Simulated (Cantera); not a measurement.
A closed system holds: 1 mol V₂O₅, 0.31 mol H₂, 0.33 mol N₂, at 675 °C and 20.0 Pa.

Method: chemical equilibrium by Gibbs-energy minimisation in Cantera with the NASA 1993 tables (ideal gas, pure condensed phases). Candidate condensed phases: H₂O, V, VN, VO, V₂O₃, V₂O₄, V₂O₅; 28 gas species. Condensed phases not in the tables: the oxides between V₂O₃ and V₂O₅ other than VO₂. Kinetics and transport are ignored.

Base state: O₂ 0.350, N₂ 0.335, H₂O 0.315, NO 1.44e-5 (mole fractions); condensed: V₂O₄(s).

What changes in the equilibrium state with this change: temperature from 675 °C to 475 °C?


| species | before | after |
|---|---|---|
| N₂ | 0.335 | 0.516 |
| H₂O | 0.315 | 0.484 |
| O₂ | 0.350 | 6.54e-5 |
| NO | 1.44e-5 | 1.10e-8 |
| V₂O₄(s), mol | 1.00 | 0.310 |
| V₂O₅(s), mol | 0 | 0.690 |
Gases not in the tables: V₄O₁₀.

What changes in the equilibrium state with this change: pressure from 20.0 Pa to 1.00 bar?


| species | before | after |
|---|---|---|
| N₂ | 0.335 | 0.516 |
| H₂O | 0.315 | 0.484 |
| O₂ | 0.350 | 8.47e-5 |
| NO | 1.44e-5 | 2.78e-7 |
| V₂O₄(s), mol | 1.00 | 0.310 |
| V₂O₅(l), mol | 0 | 0.690 |
Gases not in the tables: V₄O₁₀.

What changes in the equilibrium state with this change: temperature from 675 °C to 1300 °C?


| species | before | after |
|---|---|---|
| O₂ | 0.350 | 0.348 |
| N₂ | 0.335 | 0.333 |
| H₂O | 0.315 | 0.312 |
| VO₂ | <1e-9 | 0.00250 |
| O | 1.24e-9 | 0.000436 |
| H₂ | <1e-9 | 0.000180 |
| H | <1e-9 | 3.86e-5 |
| OH | 6.67e-7 | 0.00242 |
| NO | 1.44e-5 | 0.00144 |
| V₂O₄(s), mol | 1.00 | 0.999 |
